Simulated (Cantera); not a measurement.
## Pyrogenic steam for wet oxidation

A perfectly stirred reactor is fed with H₂ : O₂ : N₂ = 0.72 : 1 : 12 (molar parts), equivalence ratio 0.36, at 0.158 atm; it is held at 1375 K, and followed from long to short residence time.

Cantera simulation using GRI-Mech 3.0 (53 species, 325 reactions); the numbers are that mechanism's predictions, not measurements. The temperature is held fixed by assumption; the heat of reaction is taken as removed at once.

```tsv
τ (s)	x H₂	x O₂	x O	x N₂O	x H₂O	x H₂O₂
7.5	3.32e-5	0.0478	4.86e-5	1.88e-7	0.0537	2.79e-8
1.4	0.000101	0.0478	0.000150	1.49e-7	0.0536	5.93e-8
0.28	0.000289	0.0477	0.000436	1.02e-7	0.0531	1.11e-7
0.054	0.000817	0.0475	0.00126	6.47e-8	0.0520	1.85e-7
0.011	0.00204	0.0474	0.00324	4.14e-8	0.0490	2.53e-7
0.0020	0.00441	0.0479	0.00701	2.74e-8	0.0422	2.80e-7
0.00040	0.00823	0.0499	0.00912	1.85e-8	0.0344	2.89e-7
```
x: mole fraction; the columns are a selection and need not sum to one.
